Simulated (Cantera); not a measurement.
Gas mixture: 100 % O2, at 0.0480 bar, frozen composition.

Cantera's kinetic-theory transport with the Lennard-Jones parameters of GRI-Mech 3.0, ideal gas; thermal conductivity in the multicomponent form.

D: mixture-averaged diffusion coefficient of that species in the mixture.

```json
[
 {"T (K)": "400", "ρ (kg/m³)": "0.0462", "cp (J/kg/K)": "941.4", "μ (µPa s)": "25.6", "λ (mW/m/K)": "33.9", "Pr": "0.712", "D (cm²/s) CO2": "5.57", "D (cm²/s) NO": "7.16", "D (cm²/s) H": "44.8"},
 {"T (K)": "600", "ρ (kg/m³)": "0.0308", "cp (J/kg/K)": "1003", "μ (µPa s)": "34.1", "λ (mW/m/K)": "48.1", "Pr": "0.710", "D (cm²/s) CO2": "11.4", "D (cm²/s) NO": "14.3", "D (cm²/s) H": "90.5"},
 {"T (K)": "800", "ρ (kg/m³)": "0.0231", "cp (J/kg/K)": "1055", "μ (µPa s)": "(withheld)", "λ (mW/m/K)": "(withheld)", "Pr": "0.710", "D (cm²/s) CO2": "(withheld)", "D (cm²/s) NO": "(withheld)", "D (cm²/s) H": "(withheld)"},
 {"T (K)": "1000", "ρ (kg/m³)": "0.0185", "cp (J/kg/K)": "1090", "μ (µPa s)": "47.9", "λ (mW/m/K)": "73.7", "Pr": "0.709", "D (cm²/s) CO2": "27.4", "D (cm²/s) NO": "33.8", "D (cm²/s) H": "215"},
 {"T (K)": "1200", "ρ (kg/m³)": "0.0154", "cp (J/kg/K)": "1114", "μ (µPa s)": "(withheld)", "λ (mW/m/K)": "(withheld)", "Pr": "0.708", "D (cm²/s) CO2": "(withheld)", "D (cm²/s) NO": "(withheld)", "D (cm²/s) H": "(withheld)"},
 {"T (K)": "1400", "ρ (kg/m³)": "0.0132", "cp (J/kg/K)": "1134", "μ (µPa s)": "59.7", "λ (mW/m/K)": "95.6", "Pr": "0.708", "D (cm²/s) CO2": "48.2", "D (cm²/s) NO": "59.1", "D (cm²/s) H": "376"}
]
```

Task: Fill in the missing entries.

Result: 
- 800, μ (µPa s): 41.4
- 800, λ (mW/m/K): 61.5
- 800, D (cm²/s) CO2: 18.7
- 800, D (cm²/s) NO: 23.3
- 800, D (cm²/s) H: 148
- 1200, μ (µPa s): 54.0
- 1200, λ (mW/m/K): 84.9
- 1200, D (cm²/s) CO2: 37.2
- 1200, D (cm²/s) NO: 45.8
- 1200, D (cm²/s) H: 291
